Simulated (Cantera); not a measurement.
Charge: 1 mol V, 1.5 mol N2O, 32 mol N2, held at 1 atm.

Cantera equilibrium calculation (NASA polynomials, part measured and part estimated; ideal gas, pure solids and liquids). Candidate condensed phases: V, VN, VO, V2O3, V2O4, V2O5; 13 gas species. Mutual solubility and eutectic melting of coexisting phases are not modelled. VO: taken at fixed stoichiometry. Condensed phases not in the tables: the oxides between V2O3 and V2O5 other than VO2. Equilibrium is a limit: real reactors are often held back by kinetics, nucleation or transport.

x: gas mole fraction; n: condensed amount in mol.

| T (K) | x N2 | x VO2 | x VO | x NO | x V | n V2O3(s) | n VO(s) |
|---|---|---|---|---|---|---|---|
| 1150 | 1.00 | <1e-12 | <1e-12 | <1e-12 | <1e-12 | 0.500 | 0 |
| 1225 | 1.00 | <1e-12 | <1e-12 | <1e-12 | <1e-12 | 0.500 | 0 |
| 1300 | 1.00 | (withheld) | <1e-12 | <1e-12 | <1e-12 | 0.500 | 0 |
| 1375 | 1.00 | 1.99e-11 | <1e-12 | 4.90e-12 | <1e-12 | 0.500 | 0 |
| 1450 | 1.00 | 1.76e-10 | 6.07e-12 | 2.37e-11 | <1e-12 | 0.500 | 0 |
| 1525 | 1.00 | (withheld) | (withheld) | (withheld) | <1e-12 | 0.500 | 0 |
| 1600 | 1.00 | 7.22e-9 | 5.52e-10 | 3.54e-10 | 2.17e-12 | 0.500 | 0 |
| 1675 | 1.00 | 3.56e-8 | 3.84e-9 | 1.14e-9 | 2.42e-11 | 0.500 | 0 |
| 1750 | 1.00 | 1.54e-7 | 2.22e-8 | 3.41e-9 | 2.10e-10 | 0.500 | 0 |
| 1825 | 1.000 | 6.68e-7 | 9.68e-8 | 1.20e-8 | 1.03e-9 | 0.500 | 0 |
| 1900 | 1.000 | 2.56e-6 | 3.74e-7 | 3.84e-8 | 4.46e-9 | 0.500 | 0 |
| 1975 | 1.000 | 8.80e-6 | 1.30e-6 | 1.12e-7 | 1.71e-8 | 0.500 | 0.000258 |

### Question
Fill in the missing entries.

### Answer

- 1300, x VO2: 1.74e-12
- 1525, x VO2: 1.24e-9
- 1525, x VO: 6.49e-11
- 1525, x NO: 9.79e-11
